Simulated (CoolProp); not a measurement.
Vapour-liquid equilibrium of R113 (1) + ethanol (2) at 400.9 K; x and y are mole fractions of (1).

The numbers come from the multi-fluid Helmholtz-energy mixture model, Marx 1992 and Schroeder 2014; pair parameters Bell 2016 in CoolProp.

```tsv
x	bubble pressure (kPa)	y at the bubble point	dew pressure at overall composition x (kPa)	liquid density (mol/L)
0.05	688.5	0.234	564.4	14.01
0.125	835.0	0.391	609.7	12.95
0.2	917.7	0.465	662.0	12.01
0.275	963.4	0.506	722.4	11.18
0.35	989.2	0.533	792.5	10.43
0.425	1005	0.554	872.2	9.772
0.5	1014	0.573	956.7	9.191
0.575	1020	0.595	1015	8.683
0.65	1019	0.623	1012	8.240
0.725	1009	0.660	977.3	7.857
0.8	985.6	0.710	930.2	7.526
0.875	941.7	0.783	879.9	7.240
0.95	868.6	0.892	830.2	6.992
```

y crosses x between x = 0.575 and 0.65: the model has an azeotrope there.

The pair parameters rest on a limited set of measurements; away from them the model extrapolates. With so large a gap from Raoult's law the liquid may split in two, which this calculation doesn't test in full.
